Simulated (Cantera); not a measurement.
**Stirred combustor or abatement burner**

A perfectly stirred reactor is fed with 14.2 % CH3OH, 23.2 % O2, 62.6 % N2, at 500000 Pa; it is adiabatic with a 675 K inlet, and is followed from long to short residence time, starting on the burning branch (τ in s: 0.037, 0.013, 0.0046, 0.0016, 0.00056, 0.0002, 6.9e-05, 2.4e-05, 8.6e-06).

Cantera simulation using GRI-Mech 3.0 (53 species, 325 reactions); the numbers are that mechanism's predictions, not measurements. GRI-Mech 3.0 was tuned for natural gas; its chemistry of methanol as a main component is partial and can be far from experiment.

```csv
τ (s),T (K),x CH3OH,x O2,x H2,x CH2CO,x C2H6,x CH3,x O
0.037,2586,1.77e-7,0.0230,0.00662,5.85e-11,<1e-12,6.67e-8,0.00150
0.013,2586,4.98e-7,0.0234,0.00666,1.65e-10,<1e-12,1.85e-7,0.00153
0.0046,2584,1.37e-6,0.0242,0.00677,4.56e-10,<1e-12,4.96e-7,0.00161
0.0016,2576,3.77e-6,0.0257,0.00711,1.28e-9,<1e-12,1.26e-6,0.00176
0.00056,2551,9.96e-6,0.0279,0.00798,3.58e-9,2.17e-12,2.83e-6,0.00208
0.00020,2496,2.44e-5,0.0311,0.00979,9.90e-9,9.09e-12,5.43e-6,0.00274
6.9e-5,2402,5.85e-5,0.0358,0.0127,3.20e-8,4.71e-11,1.11e-5,0.00392
2.4e-5,2284,0.000145,0.0422,0.0161,1.38e-7,4.28e-10,2.84e-5,0.00524
8.6e-6,2145,0.000434,0.0527,0.0195,8.44e-7,6.64e-9,8.43e-5,0.00540
```
x: mole fraction; the columns are a selection and need not sum to one.
